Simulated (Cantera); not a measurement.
Feed: 1 mol MgCO3, a varied amount of C, 0.039 mol O2, equilibrated at 2025 K and 9.00 Torr.

These are equilibrium values from Cantera (NASA tables, ideal gas, pure condensed phases), not measurements of a reactor. Candidate condensed phases: C, Mg, MgCO3, MgO; 15 gas species. The numbers say what is thermodynamically allowed, not how fast it happens.

log p: log10 of the partial pressure in bar; n: condensed amount in mol.

| n(C) (mol) | log p CO2 | log p CO | log p O2 | log p O | log p Mg | log p MgO | n MgO(s) |
|---|---|---|---|---|---|---|---|
| 0.0096 | -1.97 | -3.17 | -3.18 | -4.68 | -6.53 | -7.47 | 1.000 |
| 0.015 | -1.97 | -3.15 | -3.21 | -4.70 | -6.52 | -7.47 | 1.000 |
| 0.025 | -1.97 | -3.12 | -3.28 | -4.73 | -6.48 | -7.47 | 1.000 |
| 0.04 | -1.97 | -3.07 | -3.39 | (withheld) | -6.43 | -7.47 | 1.000 |
| 0.064 | -1.97 | -2.97 | -3.59 | (withheld) | -6.33 | -7.47 | 1.000 |
| 0.1 | -1.99 | -2.81 | -3.94 | (withheld) | -6.16 | -7.47 | 1.000 |
| 0.17 | -2.04 | -2.56 | -4.52 | (withheld) | -5.86 | -7.47 | 1.000 |
| 0.27 | -2.12 | -2.36 | -5.10 | (withheld) | -5.57 | -7.47 | 1.000 |
| 0.43 | -2.26 | -2.18 | -5.74 | (withheld) | -5.25 | -7.47 | 0.999 |

Problem. Complete the blanks.

Solution. 
- 0.04, log p O: -4.79
- 0.064, log p O: -4.89
- 0.1, log p O: -5.06
- 0.17, log p O: -5.35
- 0.27, log p O: -5.64
- 0.43, log p O: -5.96
